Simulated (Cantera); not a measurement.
An isothermal, constant-pressure homogeneous reactor starts with N2O : H2O : N2 = 1 : 0.0063 : 0.007 (molar parts), at 1273 K and 6500 Pa.

Cantera simulation using GRI-Mech 3.0 (53 species, 325 reactions); the numbers are that mechanism's predictions, not measurements. GRI-Mech 3.0 was tuned for natural gas; its chemistry of N2O as a main component is partial and can be far from experiment. The mechanism lacks the step 2 NO + O2 → 2 NO2, which can matter for NO2 below about 1400 K. The temperature is held fixed by assumption; the heat of reaction is taken as removed at once.

x: mole fraction; the columns are a selection and need not sum to one.

| t (s) | x N2O | x H2O | x H2O2 | x NO | x HO2 |
|---|---|---|---|---|---|
| 0.000100 | 0.987 | 0.00622 | <1e-12 | 9.26e-7 | 5.58e-10 |
| 0.000242 | 0.987 | 0.00622 | <1e-12 | 3.49e-6 | ? |
| 0.000588 | 0.987 | 0.00622 | 2.86e-12 | 1.04e-5 | ? |
| 0.00143 | 0.987 | 0.00622 | 6.80e-11 | 2.74e-5 | ? |
| 0.00346 | 0.986 | 0.00621 | 1.78e-9 | 6.83e-5 | ? |
| 0.00838 | 0.985 | 0.00621 | 1.75e-8 | 0.000165 | 2.92e-6 |
| 0.0203 | 0.982 | 0.00620 | 2.37e-8 | 0.000389 | ? |
| 0.0492 | 0.976 | 0.00619 | 1.15e-8 | 0.000910 | ? |
| 0.119 | 0.960 | 0.00616 | 4.81e-9 | 0.00215 | ? |
| 0.289 | 0.925 | 0.00608 | 1.92e-9 | 0.00513 | ? |
| 0.702 | 0.845 | 0.00591 | 9.26e-10 | 0.0118 | ? |
| 1.70 | 0.686 | 0.00558 | 6.59e-10 | 0.0252 | ? |
| 4.12 | 0.432 | 0.00505 | 5.57e-10 | 0.0465 | ? |
| 10.0 | 0.162 | 0.00449 | 4.64e-10 | 0.0685 | ? |

Problem. Fill in the missing entries.

Solution. 
- 0.000242, x HO2: 5.50e-9
- 0.000588, x HO2: 4.22e-8
- 0.00143, x HO2: 2.54e-7
- 0.00346, x HO2: 1.15e-6
- 0.0203, x HO2: 3.16e-6
- 0.0492, x HO2: 2.19e-6
- 0.119, x HO2: 1.38e-6
- 0.289, x HO2: 7.66e-7
- 0.702, x HO2: 3.63e-7
- 1.70, x HO2: 1.48e-7
- 4.12, x HO2: 5.16e-8
- 10.0, x HO2: 1.49e-8
